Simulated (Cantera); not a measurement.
A Cantera script and what it prints.

```python
import numpy as np
import cantera as ct

gas_names = """
    H HO2 H2 H2O H2O2 Hg O OH O2 O3
""".split()
cond_names = """
    H2O(s) H2O(L) Hg(cr) Hg(L) HgO(s)
""".split()


# ... load() reads the species with a 1 bar reference pressure and builds the phases ...
atoms = {
    'HgO': {'Hg': 1, 'O': 1},
    'H2': {'H': 2},
}
top_T = {}  # K; cautious upper limits of use, not melting points


# ... equilibrate(T, P, feed) seeds the gas with the atoms and calls Mixture.equilibrate('TP', solver="vcs", rtol=1e-11, max_steps=5000) ...
results = []
feed = {'HgO': 1, 'H2': 4.7}  # mol
T = 725  # K
P = 1333.22  # Pa
mix = equilibrate(T, P, feed)
results.append((T, P, feed, dict(zip(mix.species_names, mix.species_moles))))
print(gas.report(threshold=1e-06))
for i in range(1, mix.n_phases):
    print(f"{mix.phase(i).name:16s} {mix.phase_moles(i):12.5e} mol")
```

Output:

```
       temperature   725 K
          pressure   1333.2 Pa
           density   0.0087718 kg/m^3
  mean mol. weight   39.661 kg/kmol
   phase of matter   gas

                          1 kg             1 kmol
                     ---------------   ---------------
          enthalpy       -4.8766e+05       -1.9341e+07  J
   internal energy       -6.3965e+05       -2.5369e+07  J
           entropy              5485        2.1754e+05  J/K
    Gibbs function       -4.4643e+06       -1.7706e+08  J
 heat capacity c_p            740.34             29362  J/K
 heat capacity c_v             530.7             21048  J/K

                      mass frac. Y      mole frac. X     chem. pot. / RT
                     ---------------   ---------------   ---------------
                H2          0.032996           0.64912           -21.519
               H2O          0.079689           0.17544           -70.131
                Hg           0.88732           0.17544           -17.669
     [   +7 minor]        1.6567e-14        6.5152e-13

Hg(L)             0.00000e+00 mol
HgO(s)            0.00000e+00 mol
```

Method: chemical equilibrium by Gibbs-energy minimisation in Cantera with the NASA 1993 tables (ideal gas, pure condensed phases).
